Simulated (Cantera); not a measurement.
What does this Cantera script print?

```python
import numpy as np
import cantera as ct

gas_names = """
    C CO CO2 C2 C2O C3 C3O2 C4 C5 Cu CuO Cu2 O O2 O3
""".split()
cond_names = """
    C(gr) Cu(cr) Cu(L) CuO(s) Cu2O(s) Cu2O(L)
""".split()


# ... load() reads the species with a 1 bar reference pressure and builds the phases ...
atoms = {
    'Cu': {'Cu': 1},
    'CO2': {'C': 1, 'O': 2},
    'CO': {'C': 1, 'O': 1},
}
top_T = {'C(gr)': 4500, 'CuO(s)': 1390}  # K; cautious upper limits of use, not melting points


# ... equilibrate(T, P, feed) seeds the gas with the atoms and calls Mixture.equilibrate('TP', solver="vcs", rtol=1e-11, max_steps=5000) ...
results = []
feed = {'Cu': 1, 'CO2': 0.051, 'CO': 56}  # mol
P = 13332.2  # Pa
for T in [725, 825, 925, 1025, 1125, 1225, 1325, 1425, 1525, 1625, 1725, 1825, 1925]:
    mix = equilibrate(T, P, feed)
    results.append((T, P, feed, dict(zip(mix.species_names, mix.species_moles))))

top = {s: max(r[3][s] / sum(r[3][g] for g in gas_names) for r in results) for s in gas_names}
cols = sorted((s for s in top if top[s] > 1e-05), key=lambda s: -top[s])[:5]
seen = [c for c in cond_names if any(r[3].get(c, 0) > 1e-12 for r in results)]
print("log10 of partial pressures in bar; condensed amounts in mol")
print(f"{'T/K':>10s}" + "".join(f"{s[:9]:>10s}" for s in cols + seen))
for T, P, feed, n in results:
    ng = sum(n[g] for g in gas_names)
    print(f"{T:10.4g}" + "".join(f"{np.log10(max(n[s] / ng * P / 1e5, 1e-99)):10.3f}" for s in cols)
          + "".join(f"{n.get(c, 0):10.4g}" for c in seen))
```

Result:

```
log10 of partial pressures in bar; condensed amounts in mol
       T/K        CO       CO2        Cu       Cu2     C(gr)    Cu(cr)     Cu(L)
       725    -2.033    -0.906   -17.435   -26.021     26.99         1         0
       825    -1.352    -1.051   -14.509   -21.843     22.39         1         0
       925    -0.991    -1.505   -12.220   -18.581     10.61         1         0
      1025    -0.894    -2.251   -10.382   -15.966     2.215         1         0
      1125    -0.878    -2.990    -8.874   -13.824    0.3763         1         0
      1225    -0.876    -3.625    -7.616   -12.040   0.04862         1         0
      1325    -0.875    -3.916    -6.552   -10.533         0    0.9999         0
      1425    -0.876    -3.916    -5.663    -9.293         0         0    0.9991
      1525    -0.876    -3.916    -4.905    -8.243         0         0    0.9948
      1625    -0.876    -3.916    -4.243    -7.328         0         0    0.9759
      1725    -0.876    -3.917    -3.660    -6.525         0         0    0.9076
      1825    -0.878    -3.918    -3.143    -5.814         0         0    0.6944
      1925    -0.882    -3.923    -2.681    -5.181         0         0    0.1039
```

Method: chemical equilibrium by Gibbs-energy minimisation in Cantera with the NASA 1993 tables (ideal gas, pure condensed phases).
